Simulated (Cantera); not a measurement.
Cantera run, input and output.

```python
import numpy as np
import cantera as ct

gas = ct.Solution("gri30.yaml", transport_model="mixture-averaged")
show = ['NH3', 'CO2', 'H2O']

rows = []
print(f"{'T/K':>7s}{'rho':>11s}{'cp':>10s}{'mu':>11s}{'lambda':>11s}{'Pr':>7s}" + "".join(f"{'D_' + s:>11s}" for s in show))
for T in [400, 600, 800, 1000, 1200, 1400, 1600]:
    gas.TPX = T, 37, {'O2': 0.08, 'N2O': 0.35, 'CO2': 0.68}
    Pr = gas.cp_mass * gas.viscosity / gas.thermal_conductivity
    D = [gas.mix_diff_coeffs_mole[gas.species_index(s)] for s in show]
    rows.append([gas.density, gas.cp_mass, gas.viscosity, gas.thermal_conductivity, Pr, *D])
    print(f"{T:7g}{gas.density:11.4e}{gas.cp_mass:10.1f}{gas.viscosity:11.4e}"
          f"{gas.thermal_conductivity:11.4e}{Pr:7.3f}" + "".join(f"{d:11.4e}" for d in D))
print("SI units: kg/m3, J/kg/K, Pa s, W/m/K, m2/s")
```

Result:

```
    T/K        rho        cp         mu     lambda     Pr      D_NH3      D_CO2      D_H2O
    400 4.7999e-04     948.5 1.9967e-05 2.5913e-02  0.731 7.8494e-02 5.5414e-02 8.0519e-02
    600 3.1999e-04    1080.3 2.8034e-05 4.1406e-02  0.731 1.7082e-01 1.1629e-01 1.7705e-01
    800 2.4000e-04    1169.9 3.4938e-05 5.5828e-02  0.732 2.9036e-01 1.9334e-01 3.0314e-01
   1000 1.9200e-04    1233.2 4.1075e-05 6.9110e-02  0.733 4.3341e-01 2.8459e-01 4.5472e-01
   1200 1.6000e-04    1275.4 4.6666e-05 8.1403e-02  0.731 5.9752e-01 3.8873e-01 6.2907e-01
   1400 1.3714e-04    1308.1 5.1851e-05 9.2866e-02  0.730 7.8097e-01 5.0485e-01 8.2427e-01
   1600 1.2000e-04    1333.3 5.6720e-05 1.0364e-01  0.730 9.8250e-01 6.3226e-01 1.0389e+00
SI units: kg/m3, J/kg/K, Pa s, W/m/K, m2/s
```

Model: GRI-Mech 3.0 (53 species, 325 reactions), integrated in Cantera. The composition is frozen, though it would react at the higher temperatures.
